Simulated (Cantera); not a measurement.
Stirred combustor or abatement burner

A perfectly stirred reactor is fed with CH4 : C2H6 : O2 : N2 = 1 : 1.2 : 8.27 : 31.1 (molar parts), equivalence ratio 0.75, at 7.70 bar; it is adiabatic with a 600 K inlet, and is followed from long to short residence time, starting on the burning branch (τ in s: 0.063, 0.034, 0.018, 0.01, 0.0055, 0.003, 0.0016, 0.00088, 0.00048, 0.00026, 0.00014, 7.7e-05, 4.2e-05).

Computed with Cantera and GRI-Mech 3.0 (53 species, 325 reactions).

```json
[
 {"τ (s)": "0.063", "T (K)": "2169", "x CH4": "4.81e-7", "x C2H6": "7.19e-8", "x O2": "0.0481", "x H2O2": "2.53e-7", "x NO": "0.00155"},
 {"τ (s)": "0.034", "T (K)": "2169", "x CH4": "8.66e-7", "x C2H6": "1.31e-7", "x O2": "0.0484", "x H2O2": "2.57e-7", "x NO": "0.00103"},
 {"τ (s)": "0.018", "T (K)": "2169", "x CH4": "1.56e-6", "x C2H6": "2.43e-7", "x O2": "0.0486", "x H2O2": "2.64e-7", "x NO": "0.000652"},
 {"τ (s)": "0.010", "T (K)": "2168", "x CH4": "2.64e-6", "x C2H6": "4.26e-7", "x O2": "0.0488", "x H2O2": "2.74e-7", "x NO": "0.000429"},
 {"τ (s)": "0.0055", "T (K)": "2165", "x CH4": "4.37e-6", "x C2H6": "7.46e-7", "x O2": "0.0489", "x H2O2": "2.90e-7", "x NO": "0.000289"},
 {"τ (s)": "0.0030", "T (K)": "2161", "x CH4": "7.03e-6", "x C2H6": "1.29e-6", "x O2": "0.0491", "x H2O2": "3.16e-7", "x NO": "0.000203"},
 {"τ (s)": "0.0016", "T (K)": "2153", "x CH4": "1.11e-5", "x C2H6": "2.24e-6", "x O2": "0.0494", "x H2O2": "3.59e-7", "x NO": "0.000150"},
 {"τ (s)": "0.00088", "T (K)": "2143", "x CH4": "1.69e-5", "x C2H6": "3.71e-6", "x O2": "0.0498", "x H2O2": "4.18e-7", "x NO": "0.000116"},
 {"τ (s)": "0.00048", "T (K)": "2128", "x CH4": "2.58e-5", "x C2H6": "6.11e-6", "x O2": "0.0504", "x H2O2": "5.01e-7", "x NO": "9.20e-5"},
 {"τ (s)": "0.00026", "T (K)": "2107", "x CH4": "3.99e-5", "x C2H6": "1.01e-5", "x O2": "0.0514", "x H2O2": "6.11e-7", "x NO": "7.25e-5"},
 {"τ (s)": "0.00014", "T (K)": "2078", "x CH4": "6.37e-5", "x C2H6": "1.69e-5", "x O2": "0.0527", "x H2O2": "7.54e-7", "x NO": "5.63e-5"},
 {"τ (s)": "7.7e-5", "T (K)": "2042", "x CH4": "0.000105", "x C2H6": "2.85e-5", "x O2": "0.0547", "x H2O2": "9.31e-7", "x NO": "4.30e-5"},
 {"τ (s)": "4.2e-5", "T (K)": "1991", "x CH4": "0.000188", "x C2H6": "5.15e-5", "x O2": "0.0579", "x H2O2": "1.17e-6", "x NO": "3.07e-5"}
]
```
x: mole fraction; the columns are a selection and need not sum to one.
